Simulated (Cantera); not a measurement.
Charge: 1 mol FeS₂, 150 mol H₂, held at 1475 K and 3700 Pa.

Method: chemical equilibrium by Gibbs-energy minimisation in Cantera with the NASA 1993 tables (ideal gas, pure condensed phases). Candidate condensed phases: Fe, FeS, FeS₂, S; 8 gas species. The numbers say what is thermodynamically allowed, not how fast it happens.

**Question.** What is the equilibrium state?

**Answer.** 
```
Property                             Value
-------------------------------  ---------
x(H₂)                                0.987
x(H₂S)                              0.0126
x(S₂)                             0.000260
x(SH)                             0.000234
x(H)                               6.70e-5
x(S)                               2.54e-6
x(Fe)                              2.36e-6
n(Fe(γ))                         1.000 mol
gas amount                       150.1 mol
log10 activity of S(l) (absent)      -3.69
```
